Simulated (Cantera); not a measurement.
Cantera run:

```python
import numpy as np
import cantera as ct

gas_names = [...]  # 110 gases of nasa_gas.yaml made of C, H, O
cond_names = """
    C(gr) C6H6(L) C7H8(L) C8H18(L),n-octa H2O(s) H2O(L)
""".split()


# ... load() reads the species with a 1 bar reference pressure and builds the phases ...
atoms = {
    'C2H4': {'C': 2, 'H': 4},
    'O2': {'O': 2},
    'H2': {'H': 2},
}
top_T = {'C(gr)': 4500}  # K; cautious upper limits of use, not melting points


# ... equilibrate(T, P, feed) seeds the gas with the atoms and calls Mixture.equilibrate('TP', solver="vcs", rtol=1e-11, max_steps=5000) ...
results = []
feed = {'C2H4': 1, 'O2': 0.011, 'H2': 77}  # mol
P = 910000  # Pa
for T in [2050, 2100, 2150, 2200, 2250, 2300, 2350, 2400, 2450, 2500]:
    mix = equilibrate(T, P, feed)
    results.append((T, P, feed, dict(zip(mix.species_names, mix.species_moles))))

top = {s: max(r[3][s] / sum(r[3][g] for g in gas_names) for r in results) for s in gas_names}
cols = sorted((s for s in top if top[s] > 1e-05), key=lambda s: -top[s])[:7]
seen = [c for c in cond_names if any(r[3].get(c, 0) > 1e-12 for r in results)]
print("log10 of partial pressures in bar; condensed amounts in mol")
print(f"{'T/K':>10s}" + "".join(f"{s[:9]:>10s}" for s in cols + seen))
for T, P, feed, n in results:
    ng = sum(n[g] for g in gas_names)
    print(f"{T:10.4g}" + "".join(f"{np.log10(max(n[s] / ng * P / 1e5, 1e-99)):10.3f}" for s in cols)
          + "".join(f"{n.get(c, 0):10.4g}" for c in seen))
```

Result:

```
log10 of partial pressures in bar; condensed amounts in mol
       T/K        H2 C2H2,acet         H       CH4        CO       CH3      C2H4     C(gr)
      2050     0.957    -2.017    -2.166    -1.515    -2.595    -3.344    -3.351     1.535
      2100     0.957    -1.884    -2.028    -1.569    -2.596    -3.263    -3.330     1.504
      2150     0.956    -1.757    -1.897    -1.620    -2.596    -3.187    -3.310     1.451
      2200     0.956    -1.635    -1.771    -1.668    -2.596    -3.113    -3.292     1.373
      2250     0.955    -1.520    -1.652    -1.715    -2.596    -3.044    -3.275     1.267
      2300     0.955    -1.410    -1.537    -1.760    -2.596    -2.978    -3.258     1.128
      2350     0.954    -1.304    -1.427    -1.803    -2.597    -2.915    -3.243    0.9527
      2400     0.953    -1.204    -1.322    -1.845    -2.597    -2.855    -3.229    0.7347
      2450     0.952    -1.108    -1.221    -1.885    -2.597    -2.798    -3.216    0.4685
      2500     0.950    -1.016    -1.125    -1.924    -2.598    -2.744    -3.205    0.1479
```

These are equilibrium values from Cantera (NASA tables, ideal gas, pure condensed phases), not measurements of a reactor.
